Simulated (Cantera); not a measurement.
An adiabatic, constant-volume homogeneous reactor starts with 15.5 % CH4, 17.7 % O2, 66.7 % N2, at 1300 K and 1.00 bar.

Computed with Cantera and GRI-Mech 3.0 (53 species, 325 reactions).

x: mole fraction; the columns are a selection and need not sum to one.

```json
[
 {"t (s)": "4.00e-6", "T (K)": "1300", "P (bar)": "1.00", "x CH4": "0.155", "x O2": "0.177", "x O": "4.65e-11", "x OH": "6.43e-11", "x C2H4": "<1e-12"},
 {"t (s)": "1.10e-5", "T (K)": "1300", "P (bar)": "1.00", "x CH4": "0.155", "x O2": "0.177", "x O": "6.02e-11", "x OH": "1.04e-10", "x C2H4": "<1e-12"},
 {"t (s)": "3.01e-5", "T (K)": "1300", "P (bar)": "1.000", "x CH4": "0.155", "x O2": "0.177", "x O": "1.00e-10", "x OH": "2.51e-10", "x C2H4": "1.18e-12"},
 {"t (s)": "8.26e-5", "T (K)": "1300", "P (bar)": "1.000", "x CH4": "0.155", "x O2": "0.177", "x O": "2.33e-10", "x OH": "8.56e-10", "x C2H4": "3.31e-11"},
 {"t (s)": "0.000227", "T (K)": "1300", "P (bar)": "1.000", "x CH4": "0.155", "x O2": "0.177", "x O": "8.05e-10", "x OH": "[?]", "x C2H4": "1.22e-9"},
 {"t (s)": "0.000622", "T (K)": "1300", "P (bar)": "1.00", "x CH4": "0.155", "x O2": "0.177", "x O": "3.37e-9", "x OH": "[?]", "x C2H4": "6.22e-8"},
 {"t (s)": "0.00171", "T (K)": "1300", "P (bar)": "1.00", "x CH4": "0.155", "x O2": "0.177", "x O": "7.19e-9", "x OH": "[?]", "x C2H4": "1.36e-6"},
 {"t (s)": "0.00469", "T (K)": "1303", "P (bar)": "1.00", "x CH4": "0.155", "x O2": "0.177", "x O": "1.30e-8", "x OH": "[?]", "x C2H4": "1.18e-5"},
 {"t (s)": "0.0129", "T (K)": "1349", "P (bar)": "1.04", "x CH4": "0.147", "x O2": "0.171", "x O": "1.37e-7", "x OH": "[?]", "x C2H4": "0.000416"},
 {"t (s)": "0.0353", "T (K)": "2745", "P (bar)": "2.42", "x CH4": "8.93e-12", "x O2": "0.000208", "x O": "0.000406", "x OH": "0.00500", "x C2H4": "<1e-12"},
 {"t (s)": "0.0968", "T (K)": "2745", "P (bar)": "2.42", "x CH4": "8.93e-12", "x O2": "0.000208", "x O": "0.000406", "x OH": "0.00500", "x C2H4": "<1e-12"},
 {"t (s)": "0.266", "T (K)": "2745", "P (bar)": "2.42", "x CH4": "8.93e-12", "x O2": "0.000208", "x O": "0.000406", "x OH": "0.00500", "x C2H4": "<1e-12"},
 {"t (s)": "0.729", "T (K)": "2745", "P (bar)": "2.42", "x CH4": "8.93e-12", "x O2": "0.000208", "x O": "0.000406", "x OH": "0.00500", "x C2H4": "<1e-12"},
 {"t (s)": "2.00", "T (K)": "2745", "P (bar)": "2.42", "x CH4": "8.93e-12", "x O2": "0.000208", "x O": "0.000406", "x OH": "0.00500", "x C2H4": "<1e-12"}
]
```

Problem. Some entries are withheld; supply them.

Solution. 
- 0.000227, x OH: 3.24e-9
- 0.000622, x OH: 1.10e-8
- 0.00171, x OH: 2.18e-8
- 0.00469, x OH: 4.49e-8
- 0.0129, x OH: 5.95e-7
